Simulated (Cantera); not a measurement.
Input: 1 mol SiH2Cl2, 0.99 mol HCl, a varied amount of H2, held at 1350 K and 100 Torr.

Method: chemical equilibrium by Gibbs-energy minimisation in Cantera with the NASA 1993 tables (ideal gas, pure condensed phases). Candidate condensed phases: Si; 19 gas species. Rates play no part.

Q: What share of the Si ends up in condensed phases as a function of n(H2) (mol), at 8.1, 13, 20, 31, 49, 76, 120, 190, 290, 460?

A: 
```
n(H2) (mol)  Si condensed (%)     as
-----------  ----------------  -----
8.1                      29.2  Si(s)
13                       36.3  Si(s)
20                       44.5  Si(s)
31                       54.2  Si(s)
49                       64.8  Si(s)
76                       74.0  Si(s)
120                      81.9  Si(s)
190                      87.9  Si(s)
290                      91.7  Si(s)
460                      94.6  Si(s)
```
